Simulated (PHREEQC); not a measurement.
A solution holds 0.0078 mol CaCl2 and 0.00074 mol NaF per kg of water, at 80 °C. Closed to the air; pH follows from the charge balance.

Computed with PHREEQC (ion-association model, phreeqc.dat).

Each row changes one thing in this solution. This is a speciation only: nothing precipitates in the calculation.

| case | pH | ionic strength (mol/kgw) |
|---|---|---|
| as made | 6.55 | 0.0241 |
| CaCl2 left out | 6.60 | 0.000740 |
| temperature from 80 to 40 °C | 6.92 | 0.0241 |
| CaCl2 from 0.0078 to 0.0039 mol/kgw | 6.57 | 0.0124 |
| CaCl2 replaced by CdCl2 at the same molality | 5.77 | 0.0171 |
| CaCl2 from 0.0078 to 0.078 mol/kgw | 6.47 | 0.235 |
| NaF from 0.00074 to 0.000666 mol/kgw | 6.54 | 0.0241 |
| NaF left out | 6.29 | 0.0234 |
| 0.0014 mol/kgw NH4Br added | 5.67 | 0.0255 |

Some of these states are supersaturated (in Fluorite, for instance). At this temperature some constants are extrapolated from 25 °C, and those without enthalpy data are left unchanged.
